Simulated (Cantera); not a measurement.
An isothermal, constant-pressure homogeneous reactor starts with 52.4 % NH₃, 47.6 % H₂, at 2250 K and 3600 Pa.

Model: the gas-phase N/H chemistry of the illustrative SiF4/NH3 mechanism in the Surface Chemkin manual (1991), integrated in Cantera. Walls and surfaces, which speed up NH3 decomposition in real reactors, are not modelled.

x: mole fraction; the columns are a selection and need not sum to one.

| t (s) | x NH₃ | x H₂ | x NH₂ | x NH | x N | x N₂H₂ | x N₂ |
|---|---|---|---|---|---|---|---|
| 2.00e-5 | 0.523 | 0.476 | 6.83e-5 | … | 4.06e-11 | 1.51e-9 | 7.34e-11 |
| 6.37e-5 | 0.523 | 0.476 | 0.000220 | … | 3.01e-9 | 2.59e-8 | 1.54e-8 |
| 0.000203 | 0.523 | 0.476 | 0.000693 | … | 1.20e-7 | 4.23e-7 | 2.54e-6 |
| 0.000647 | 0.520 | 0.477 | 0.00189 | … | 2.30e-6 | 5.58e-6 | 0.000227 |
| 0.00206 | 0.509 | 0.484 | 0.00248 | 7.48e-5 | 5.12e-6 | 1.15e-5 | 0.00344 |
| 0.00658 | 0.476 | 0.507 | 0.00236 | 7.39e-5 | 5.25e-6 | 1.05e-5 | 0.0146 |
| 0.0210 | 0.385 | 0.567 | 0.00204 | 7.04e-5 | 5.50e-6 | 7.93e-6 | 0.0443 |
| 0.0668 | 0.211 | 0.684 | 0.00135 | … | 5.92e-6 | 3.76e-6 | 0.102 |
| 0.213 | 0.0406 | 0.798 | 0.000446 | … | 6.38e-6 | 5.95e-7 | 0.158 |
| 0.678 | 3.89e-5 | 0.808 | 3.29e-6 | … | 2.91e-6 | 1.40e-10 | 0.170 |
| 2.16 | 5.48e-7 | 0.796 | 7.58e-8 | … | 1.80e-7 | <1e-12 | 0.169 |
| 6.89 | 1.71e-7 | 0.796 | 2.36e-8 | … | 5.62e-8 | <1e-12 | 0.169 |
| 22.0 | 1.46e-7 | 0.796 | 2.02e-8 | 2.09e-8 | 4.82e-8 | <1e-12 | 0.169 |
| 70.0 | 1.46e-7 | 0.796 | 2.02e-8 | 2.09e-8 | 4.82e-8 | <1e-12 | 0.169 |

Q: What belongs in the gaps?

A: 
- 2.00e-5, x NH: 3.66e-8
- 6.37e-5, x NH: 5.51e-7
- 0.000203, x NH: 6.11e-6
- 0.000647, x NH: 4.39e-5
- 0.0668, x NH: 5.94e-5
- 0.213, x NH: 3.55e-5
- 0.678, x NH: 2.07e-6
- 2.16, x NH: 7.81e-8
- 6.89, x NH: 2.44e-8
